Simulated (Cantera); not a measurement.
An isothermal, constant-pressure homogeneous reactor starts with CH4 : CO2 = 1 : 4.2 (molar parts), at 1375 K and 4.93 atm. Integrator tolerance rtol = 1e-08.

Cantera simulation using GRI-Mech 3.0 (53 species, 325 reactions); the numbers are that mechanism's predictions, not measurements.

Q: What does this change do: CH4 1 to 6.9 parts?

A: 
```
quantity                                            before                                      after
-----------------  ---------------------------------------  -----------------------------------------
x(CH4) at 1.00 s     0.153 (gas-phase equilibrium 2.54e-6)        0.468 (gas-phase equilibrium 0.134)
x(CO2) at 1.00 s       0.758 (gas-phase equilibrium 0.285)      0.322 (gas-phase equilibrium 7.02e-5)
x(OH) at 1.00 s    3.23e-9 (gas-phase equilibrium 1.29e-8)   1.50e-9 (gas-phase equilibrium 6.18e-12)
x(C2H6) at 1.00 s  0.000255 (gas-phase equilibrium <1e-12)   0.000658 (gas-phase equilibrium 8.16e-5)
x(H2O2) at 1.00 s    <1e-12 (gas-phase equilibrium <1e-12)      <1e-12 (gas-phase equilibrium <1e-12)
x(CH2) at 1.00 s   4.13e-11 (gas-phase equilibrium <1e-12)  4.36e-11 (gas-phase equilibrium 1.01e-11)
x(C2H2) at 1.00 s  0.0133 (gas-phase equilibrium 1.14e-11)    0.0303 (gas-phase equilibrium 0.000643)
```
GRI-Mech 3.0 stops at C3 and has no aromatics, soot or wall deposition, so with more carbon than oxygen in the feed, carbon stays in small species such as C2H2 where larger ones or solid carbon would form.

Q: What does this change do: pressure from 4.93 atm to 2.86 atm?

A: 
| quantity | before | after |
|---|---|---|
| x(CH4) at 1.00 s | 0.153 (gas-phase equilibrium 2.54e-6) | 0.161 (gas-phase equilibrium 8.54e-7) |
| x(CO2) at 1.00 s | 0.758 (gas-phase equilibrium 0.285) | 0.771 (gas-phase equilibrium 0.285) |
| x(OH) at 1.00 s | 3.23e-9 (gas-phase equilibrium 1.29e-8) | 3.20e-9 (gas-phase equilibrium 1.69e-8) |
| x(C2H6) at 1.00 s | 0.000255 (gas-phase equilibrium <1e-12) | 0.000268 (gas-phase equilibrium <1e-12) |
| x(H2O2) at 1.00 s | <1e-12 (gas-phase equilibrium <1e-12) | <1e-12 (gas-phase equilibrium <1e-12) |
| x(CH2) at 1.00 s | 4.13e-11 (gas-phase equilibrium <1e-12) | 5.16e-11 (gas-phase equilibrium <1e-12) |
| x(C2H2) at 1.00 s | 0.0133 (gas-phase equilibrium 1.14e-11) | 0.0108 (gas-phase equilibrium 3.84e-12) |
